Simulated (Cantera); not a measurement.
# Equilibrium for hydrogen reduction and annealing atmospheres: V2O3 + H2 + N2

A closed system holds: 1 mol V2O3, 3.5 mol H2, 18 mol N2, at 93.0 mbar.

Equilibrium computed with Cantera from the NASA thermochemical tables; the gas is ideal and each condensed phase is pure. Candidate condensed phases: H2O, V, VN, VO, V2O3, V2O4, V2O5; 28 gas species. Mutual solubility and eutectic melting of coexisting phases are not modelled. VN, VO: taken at fixed stoichiometry. Condensed phases not in the tables: the oxides between V2O3 and V2O5 other than VO2, solid solutions among these carbides, nitrides and lower oxides, V2N. Rates play no part.

```json
[
 {"T (K)": "1498", "log p N2": "-1.11", "log p H2": "-1.82", "log p H2O": "-4.15", "log p H": "-5.68", "log p VO2": "-9.38", "log p VO": "-10.35", "log p OH": "-9.55", "n VN(s)": "0.0108", "n V2O3(s)": "0.995", "n VO(s)": "0"},
 {"T (K)": "1523", "log p N2": "-1.11", "log p H2": "-1.82", "log p H2O": "-4.15", "log p H": "-5.55", "log p VO2": "-9.11", "log p VO": "-10.02", "log p OH": "-9.39", "n VN(s)": "0.0109", "n V2O3(s)": "0.995", "n VO(s)": "0"},
 {"T (K)": "1548", "log p N2": "-1.11", "log p H2": "-1.82", "log p H2O": "-4.15", "log p H": "-5.42", "log p VO2": "-8.84", "log p VO": "-9.70", "log p OH": "-9.22", "n VN(s)": "0.0110", "n V2O3(s)": "0.995", "n VO(s)": "0"},
 {"T (K)": "1573", "log p N2": "-1.11", "log p H2": "-1.82", "log p H2O": "-4.09", "log p H": "-5.30", "log p VO2": "-8.56", "log p VO": "-9.42", "log p OH": "-9.01", "n VN(s)": "0", "n V2O3(s)": "0.981", "n VO(s)": "0.0374"},
 {"T (K)": "1598", "log p N2": "-1.11", "log p H2": "-1.82", "log p H2O": "-4.04", "log p H": "-5.19", "log p VO2": "-8.29", "log p VO": "-9.14", "log p OH": "-8.81", "n VN(s)": "0", "n V2O3(s)": "0.979", "n VO(s)": "0.0423"},
 {"T (K)": "1623", "log p N2": "-1.11", "log p H2": "-1.82", "log p H2O": "-3.99", "log p H": "-5.07", "log p VO2": "-8.03", "log p VO": "-8.88", "log p OH": "-8.61", "n VN(s)": "0", "n V2O3(s)": "0.976", "n VO(s)": "0.0477"},
 {"T (K)": "1648", "log p N2": "-1.11", "log p H2": "-1.82", "log p H2O": "-3.94", "log p H": "-4.96", "log p VO2": "-7.77", "log p VO": "-8.62", "log p OH": "-8.42", "n VN(s)": "0", "n V2O3(s)": "0.973", "n VO(s)": "0.0536"},
 {"T (K)": "1673", "log p N2": "-1.11", "log p H2": "-1.82", "log p H2O": "-3.89", "log p H": "-4.86", "log p VO2": "-7.52", "log p VO": "-8.37", "log p OH": "-8.24", "n VN(s)": "0", "n V2O3(s)": "0.970", "n VO(s)": "0.0599"},
 {"T (K)": "1698", "log p N2": "-1.11", "log p H2": "-1.82", "log p H2O": "-3.84", "log p H": "-4.75", "log p VO2": "-7.28", "log p VO": "-8.13", "log p OH": "-8.06", "n VN(s)": "0", "n V2O3(s)": "0.967", "n VO(s)": "0.0668"},
 {"T (K)": "1723", "log p N2": "-1.11", "log p H2": "-1.82", "log p H2O": "-3.79", "log p H": "-4.65", "log p VO2": "-7.05", "log p VO": "-7.89", "log p OH": "-7.88", "n VN(s)": "0", "n V2O3(s)": "0.963", "n VO(s)": "0.0743"},
 {"T (K)": "1748", "log p N2": "-1.11", "log p H2": "-1.83", "log p H2O": "-3.75", "log p H": "-4.55", "log p VO2": "-6.82", "log p VO": "-7.67", "log p OH": "-7.71", "n VN(s)": "0", "n V2O3(s)": "0.959", "n VO(s)": "0.0823"},
 {"T (K)": "1773", "log p N2": "-1.11", "log p H2": "-1.83", "log p H2O": "-3.71", "log p H": "-4.46", "log p VO2": "-6.60", "log p VO": "-7.45", "log p OH": "-7.55", "n VN(s)": "0", "n V2O3(s)": "0.955", "n VO(s)": "0.0909"},
 {"T (K)": "1798", "log p N2": "-1.11", "log p H2": "-1.83", "log p H2O": "-3.67", "log p H": "-4.37", "log p VO2": "-6.39", "log p VO": "-7.23", "log p OH": "-7.39", "n VN(s)": "0", "n V2O3(s)": "0.950", "n VO(s)": "0.100"},
 {"T (K)": "1823", "log p N2": "-1.11", "log p H2": "-1.83", "log p H2O": "-3.62", "log p H": "-4.28", "log p VO2": "-6.19", "log p VO": "-7.02", "log p OH": "-7.23", "n VN(s)": "0", "n V2O3(s)": "0.945", "n VO(s)": "0.110"}
]
```
log p: log10 of the partial pressure in bar; n: condensed amount in mol.

From 1498 K to 1548 K the condensed part is VN(s) + V2O3(s). From 1573 K to 1823 K the condensed part is VO(s) + V2O3(s).
